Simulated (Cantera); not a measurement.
An isothermal, constant-pressure homogeneous reactor starts with C2H6 : N2 = 1 : 75 (molar parts), at 1200 K and 760 Torr.

Detailed kinetics in Cantera: GRI-Mech 3.0 (53 species, 325 reactions). GRI-Mech 3.0 stops at C3 and has no aromatics, soot or wall deposition, so with more carbon than oxygen in the feed, carbon stays in small species such as C2H2 where larger ones or solid carbon would form.

**Question.** Predict: x(C2H6) at 4.00 s; x(CH4) at 4.00 s; x(H2) at 4.00 s; x(H) at 4.00 s.

**Answer.** 
- x(C2H6) at 4.00 s = 7.86e-6 (gas-phase equilibrium 1.17e-6)
- x(CH4) at 4.00 s = 0.00155 (gas-phase equilibrium 0.00518)
- x(H2) at 4.00 s = 0.0206 (gas-phase equilibrium 0.0176)
- x(H) at 4.00 s = 1.32e-7 (gas-phase equilibrium 2.62e-8)
